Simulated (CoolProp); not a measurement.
n-hexane along the isobar 15100 kPa: fugacity coefficient from the reference equation and from simpler models built on Tc = 234.7 °C, pc = 3044 kPa, ω = 0.300; each cubic takes its own stable root.

Values from CoolProp's reference Helmholtz-energy equation of state, Thol 2019.

| T (°C) | phase | reference | van der Waals | Redlich-Kwong | Soave-Redlich-Kwong | Peng-Robinson |
|---|---|---|---|---|---|---|
| 164.45 | liquid | 0.09999 | 0.2121 | 0.1329 | [?] | 0.09948 |
| 180.65 | liquid | 0.1259 | [?] | 0.1592 | 0.1391 | 0.1255 |
| 196.95 | liquid | 0.1550 | 0.2594 | 0.1876 | 0.1716 | 0.1549 |
| 213.15 | liquid | 0.1869 | 0.2835 | 0.2172 | 0.2071 | 0.1871 |
| 229.35 | liquid | 0.2212 | [?] | 0.2480 | 0.2453 | 0.2217 |
| 245.65 | supercritical | 0.2578 | 0.3326 | 0.2799 | 0.2859 | 0.2587 |
| 261.85 | supercritical | 0.2958 | 0.3571 | 0.3121 | 0.3279 | 0.2969 |
| 278.15 | supercritical | 0.3350 | 0.3817 | 0.3447 | [?] | 0.3364 |
| 294.35 | supercritical | 0.3747 | 0.4059 | 0.3771 | 0.4144 | 0.3762 |
| 310.65 | supercritical | 0.4146 | 0.4301 | 0.4094 | 0.4579 | 0.4161 |
| 326.85 | supercritical | 0.4540 | 0.4537 | 0.4409 | 0.5004 | 0.4553 |

Q: Fill in the missing entries.

A: 
- 164.45, Soave-Redlich-Kwong: 0.1103
- 180.65, van der Waals: 0.2354
- 229.35, van der Waals: 0.3079
- 278.15, Soave-Redlich-Kwong: 0.3711
